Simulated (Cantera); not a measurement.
Feed: 1 mol FeCl₃, 0.54 mol HCl, 1 mol N₂, 0.039 mol O₂, equilibrated at 0.610 bar.

Equilibrium computed with Cantera from the NASA thermochemical tables; the gas is ideal and each condensed phase is pure. Candidate condensed phases: Fe, FeCl₂, FeCl₃, FeO, Fe(OH)₂, Fe(OH)₃, Fe₂O₃, Fe₃O₄, H₂O, NH₄Cl; 37 gas species. Kinetics and transport are ignored. All values below are at 1075 °C.

Base state: N₂ 0.364, FeCl₃ 0.231, HCl 0.193, FeCl₂ 0.122, Cl₂ 0.0710, O₂ 0.00811, Cl 0.00640, H₂O 0.00197 (mole fractions); condensed: Fe₂O₃(s).

### Question
What changes in the equilibrium state with this change: pressure from 0.610 bar to 1.00 bar?

### Answer
```json
[
 {"species": "N₂", "before": "0.364", "after": "0.369"},
 {"species": "FeCl₃", "before": "0.231", "after": "0.248"},
 {"species": "HCl", "before": "0.193", "after": "0.195"},
 {"species": "FeCl₂", "before": "0.122", "after": "0.104"},
 {"species": "Cl₂", "before": "0.0710", "after": "0.0682"},
 {"species": "Fe₂Cl₆", "before": "0.00102", "after": "0.00192"},
 {"species": "O₂", "before": "0.00811", "after": "0.00578"},
 {"species": "Cl", "before": "0.00640", "after": "0.00490"},
 {"species": "ClO", "before": "1.37e-5", "after": "1.13e-5"},
 {"species": "Fe₂Cl₄", "before": "0.00126", "after": "0.00151"},
 {"species": "Fe₂O₃(s), mol", "before": "0.00928", "after": "0.0134"}
]
```
